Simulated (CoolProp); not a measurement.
Vapour-liquid equilibrium of ethylbenzene (1) + n-nonane (2) at 0.147 MPa; x and y are mole fractions of (1).

Model: multi-fluid Helmholtz-energy mixture model, Zhou 2012 and Lemmon 2006; pair parameters Bell 2016, in CoolProp.

```csv
x,"bubble temperature, mixture model (K)","bubble temperature, Raoult's law (K)","y, mixture model","y, Raoult's law"
0.05,437.3,437.7,0.076,0.070
0.2,433.9,435.2,0.279,0.263
0.35,430.9,432.8,0.448,0.436
0.5,428.5,430.6,0.590,0.590
0.65,426.6,428.4,0.716,0.729
0.8,425.1,426.4,0.835,0.853
0.95,424.0,424.4,0.957,0.965
```

The largest gap from Raoult's law is -2.1 K in bubble temperature, at x = 0.5. No azeotrope shows between x = 0.05 and 0.95.

The pair parameters rest on a limited set of measurements; away from them the model extrapolates.
